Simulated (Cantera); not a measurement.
Input (Python, Cantera) and output of one run.

```python
import numpy as np
import cantera as ct

gas_names = """
    F FO FO2 F2 F2O H HF HNO HNO2 HNO3 HOF HO2 H2 H2F2 H2O H2O2 H3F3 H4F4 H5F5 H6F6 H7F7 N NF NF2 NF3 NH
    NH2 NH3 NH2OH NO NO2 NO3 N2 N2H2 N2H4 N2O O OH O2 O3
""".split()
cond_names = """
    H2O(s) H2O(L)
""".split()


# ... load() reads the species with a 1 bar reference pressure and builds the phases ...
atoms = {
    'HF': {'H': 1, 'F': 1},
    'H2O': {'H': 2, 'O': 1},
    'N2': {'N': 2},
}
top_T = {}  # K; cautious upper limits of use, not melting points


# ... equilibrate(T, P, feed) seeds the gas with the atoms and calls Mixture.equilibrate('TP', solver="vcs", rtol=1e-11, max_steps=5000) ...
results = []
feed = {'HF': 1, 'H2O': 0.47, 'N2': 1.2}  # mol
T = 2423  # K
P = 30  # Pa
mix = equilibrate(T, P, feed)
results.append((T, P, feed, dict(zip(mix.species_names, mix.species_moles))))
print(gas.report(threshold=1e-05))
for i in range(1, mix.n_phases):
    print(f"{mix.phase(i).name:16s} {mix.phase_moles(i):12.5e} mol")
```

Output:

```
       temperature   2423 K
          pressure   30 Pa
           density   2.8072e-05 kg/m^3
  mean mol. weight   18.851 kg/kmol
   phase of matter   gas

                          1 kg             1 kmol
                     ---------------   ---------------
          enthalpy        1.8952e+06        3.5728e+07  J
   internal energy        8.2656e+05        1.5582e+07  J
           entropy             16438        3.0988e+05  J/K
    Gibbs function       -3.7935e+07       -7.1512e+08  J
 heat capacity c_p            1721.6             32455  J/K
 heat capacity c_v            1280.6             24140  J/K

                      mass frac. Y      mole frac. X     chem. pot. / RT
                     ---------------   ---------------   ---------------
                 F         0.0030409         0.0030174           -32.264
                 H         0.0094855           0.17739           -15.863
                HF           0.31901           0.30059           -48.127
                H2         0.0032112          0.030028           -31.726
               H2O          0.015623          0.016348           -52.576
                NO         0.0059923         0.0037647           -39.216
                N2           0.53862           0.36245           -36.732
                 O          0.061067          0.071954            -20.85
                OH          0.016478          0.018265           -36.713
                O2          0.027468          0.016182             -41.7
     [  +30 minor]        3.8602e-06        5.0119e-06
```

These are equilibrium values from Cantera (NASA tables, ideal gas, pure condensed phases), not measurements of a reactor.
